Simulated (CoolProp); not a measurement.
Model: reference Helmholtz-energy equation of state, Lemmon 2006, in CoolProp. It is a short technical equation, of lower accuracy than the large ones.

**Question.** For nitrous oxide, give the phase and the density (kg/m³), Joule-Thomson coefficient (K/MPa), isothermal compressibility (1/MPa), expansivity (1/kK) at 13.65 °C and 4760 kPa; 110.35 °C and 4760 kPa.

**Answer.** 
- 13.65 °C and 4760 kPa: liquid; density 835, Joule-Thomson coefficient 0.715, isothermal compressibility 0.0161, expansivity 9.02
- 110.35 °C and 4760 kPa: gas; density 74.3, Joule-Thomson coefficient 6.02, isothermal compressibility 0.239, expansivity 3.94
